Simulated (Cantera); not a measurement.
An isothermal, constant-pressure homogeneous reactor starts with 0.547 % H₂, 99.5 % O₂, equivalence ratio 0.0027, at 1423 K and 0.0133 bar.

Cantera simulation using the H2/O2 subset of GRI-Mech 3.0, which has no nitrogen chemistry; the numbers are that mechanism's predictions, not measurements. Radical loss at walls, strong at low pressure, is not modelled.

x: mole fraction; the columns are a selection and need not sum to one.

```
t (s)        x H₂   x O₂     x H₂O     x HO₂      x OH
--------  -------  -----  --------  --------  --------
3.00e-6   0.00547  0.995    <1e-12  5.22e-10  4.08e-11
1.96e-5   0.00547  0.995  2.13e-11   3.41e-9         ?
0.000128  0.00547  0.995   2.53e-9   2.23e-8         ?
0.000838  0.00547  0.995   2.17e-7   1.45e-7         ?
0.00548   0.00334  0.992   0.00158   3.48e-7         ?
0.0358    1.16e-5  0.989   0.00504   2.03e-7         ?
0.234     9.46e-6  0.990   0.00509   1.82e-7         ?
1.53      3.56e-6  0.993   0.00526   1.03e-7         ?
10.0      3.13e-7  0.994   0.00542   2.61e-8         ?
```

Task: What belongs in the gaps?

Result: 
- 1.96e-5, x OH: 1.32e-9
- 0.000128, x OH: 2.01e-8
- 0.000838, x OH: 3.05e-7
- 0.00548, x OH: 0.00103
- 0.0358, x OH: 0.000761
- 0.234, x OH: 0.000688
- 1.53, x OH: 0.000423
- 10.0, x OH: 0.000125
